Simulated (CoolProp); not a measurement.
Vapour-liquid equilibrium of toluene (1) + p-xylene (2) at 0.023 bar; x and y are mole fractions of (1).

The numbers come from the multi-fluid Helmholtz-energy mixture model, Lemmon 2006 and Zhou 2012; pair parameters Bell 2016 in CoolProp.

Task: Give the bubble temperature and the first vapour's composition at x = 0.25, 0.65, 0.75. Is there an azeotrope?

Result: x = 0.25: 302.2 K, y = 0.517; x = 0.65: 293.8 K, y = 0.859; x = 0.75: 292.2 K, y = 0.908. No azeotrope shows between x = 0.05 and 0.95.

The pair parameters rest on a limited set of measurements; away from them the model extrapolates.
